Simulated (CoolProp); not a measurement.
Saturation properties of carbon dioxide.

Computed with CoolProp (reference Helmholtz-energy equation of state, Span 1996).

```
T (°C)  p (MPa)  liquid cp (kJ/(kg K))  vapour Z  surface tension (mN/m)
------  -------  ---------------------  --------  ----------------------
-44.05   0.8628                  1.993    0.8858                    13.6
-37.25    1.110                  2.026    0.8639                    12.1
-30.45    1.406                  2.070    0.8395                    10.6
-23.55    1.763                  2.128         ?                    9.11
-16.75    2.174                      ?    0.7818                    7.71
-9.95         ?                  2.308    0.7482                    6.36
-3.15     3.203                  2.453    0.7106                    5.06
3.75      3.844                      ?         ?                    3.81
10.55         ?                  3.035    0.6184                    2.66
17.35     5.381                  3.751    0.5596                    1.60
24.15         ?                  5.859    0.4826                   0.673
```

### Question
Complete the blanks.

### Answer

- -23.55, vapour Z: 0.8120
- -16.75, liquid cp (kJ/(kg K)): 2.205
- -9.95, p (MPa): 2.652
- 3.75, liquid cp (kJ/(kg K)): 2.674
- 3.75, vapour Z: 0.6675
- 10.55, p (MPa): 4.564
- 24.15, p (MPa): 6.310

Surface tension comes from a separate correlation (Mulero 2012).
